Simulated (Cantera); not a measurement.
A closed system holds: 1 mol trisilylamine, 44 mol NH3, 1.1 mol N2, held at 1177 °C.

Cantera equilibrium calculation (NASA polynomials, part measured and part estimated; ideal gas, pure solids and liquids). Candidate condensed phases: Si, Si3N4; 18 gas species. The feed counts by its element totals alone. Kinetics and transport are ignored.

log p: log10 of the partial pressure in bar; n: condensed amount in mol.

```csv
P (Pa),log p H2,log p N2,log p H,log p Si,log p NH3,log p SiH,n Si(s),n Si3N4(s)
5,-4.43,-4.90,…,-8.51,-13.23,-10.13,2.99,0
36,-3.56,-4.07,…,-8.97,-11.52,-10.15,0,1.000
260,-2.70,-3.21,…,-9.55,-9.80,-10.30,0,1.000
1900,-1.84,-2.35,…,-10.12,-8.07,-10.44,0,1.000
14000,-0.97,-1.48,…,-10.70,-6.34,-10.59,0,1.00
100000,-0.12,-0.63,…,-11.27,-4.63,-10.73,0,1.00
```

Problem. Some entries are withheld; supply them.

Solution. 
- 5, log p H: -7.24
- 36, log p H: -6.80
- 260, log p H: -6.37
- 1900, log p H: -5.94
- 14000, log p H: -5.51
- 100000, log p H: -5.08
